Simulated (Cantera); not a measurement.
Charge: 1 mol Si, a varied amount of Cl2, 0.85 mol H2, held at 0.133 bar.

Cantera equilibrium calculation (NASA polynomials, part measured and part estimated; ideal gas, pure solids and liquids). Candidate condensed phases: Si; 19 gas species. The tables' values for SiCl3 are old estimates. Equilibrium is a limit: real reactors are often held back by kinetics, nucleation or transport.

Stable condensed phases, one row left out:

```
T in °C \ n(Cl2) in mol
          0.5 0.59 0.69 0.81 0.95  1.1  1.3  1.5  1.8  2.1
   1375     A    A    A    A    A    A    B    B    B    B
   1300     A    A    A    A    A    A    A    B    B    B
   1225     A    A    A    A    A    A    A    B    B    B
   1075     A    A    A    A    A    A    A    A    B    B
   1000     A    A    A    A    A    A    A    A    A    B
    925     A    A    A    A    A    A    A    A    A    B
    850     A    A    A    A    A    A    A    A    A    B
    775     A    A    A    A    A    A    A    A    A    B
    700     A    A    A    A    A    A    A    A    A    B
    625     A    A    A    A    A    A    A    A    A    B
    550     A    A    A    A    A    A    A    A    A    B
    475     A    A    A    A    A    A    A    A    A    B
    400     A    A    A    A    A    A    A    A    A    B
```

A: Si; B: gas only.

Problem. Give the row for 1150 °C.

Solution. 0.5: Si; 0.59: Si; 0.69: Si; 0.81: Si; 0.95: Si; 1.1: Si; 1.3: Si; 1.5: Si; 1.8: gas only; 2.1: gas only.
